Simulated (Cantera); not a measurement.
Feed: 1 mol CuO, 1.8 mol NF3, 1.7 mol H2, held at 1.00 Torr.

These are equilibrium values from Cantera (NASA tables, ideal gas, pure condensed phases), not measurements of a reactor. Candidate condensed phases: Cu, CuF2, CuO, Cu(OH)2, Cu2O, H2O; 45 gas species. Kinetics and transport are ignored.

At 900 K, list the 4 most abundant gas species with their mole fractions, and the condensed phases.

HF 0.708, N2 0.187, O2 0.104, CuF2 0.000300. Condensed: CuF2(s).
